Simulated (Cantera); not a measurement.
Reactions in the system C-H

Standard-state values (1 bar) from the NASA 1993 polynomials, evaluated with Cantera. Values are per mole of reaction as written; species without (g) are pure solids or liquids, kept so even where they would boil at 1 bar.

C + 4 H(g) = CH4(g)

```tsv
T (K)	ΔH° (kJ)	ΔS° (J/K)	ΔG° (kJ)	log10 K
300	-946.7	-278.6	-863.1	150.28
1998	-995.9	-348.9	-298.7	7.81
2148	-996.9	-349.4	-246.3	5.99
2298	-997.6	-349.7	-193.9	4.41
2448	-998.0	-349.9	-141.4	3.02
2598	-998.2	-350.0	-88.9	1.79
```
